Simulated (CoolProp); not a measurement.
A closed Brayton cycle with nitrogen: compressor inlet 305.15 K and 7.3 MPa, high pressure 25.3 MPa, turbine inlet 880 K, compressor efficiency 0.85, turbine efficiency 0.85, recuperator effectiveness 0 (on enthalpy, no pinch check). Each further row changes one setting.

Computed with CoolProp (reference Helmholtz-energy equation of state, Span 2000).

| case | thermal efficiency (%) | net work (kJ/kg) | compressor to turbine work | compressor exit (K) | turbine exit (K) |
|---|---|---|---|---|---|
| as stated | 16.7 | 80.3 | 0.68 | 460.5 | 669.6 |
| turbine inlet 830 K | 15.6 | 66.2 | 0.72 | 460.5 | 629.6 |
| compressor inlet 315.15 K | 16.0 | 74.4 | 0.70 | 475.4 | 669.6 |
| high pressure 21.5 MPa | 15.4 | 78.1 | 0.65 | 436.9 | 693.7 |
| recuperator effectiveness 0.5 | 21.9 | 80.3 | 0.68 | 460.5 | 669.6 |
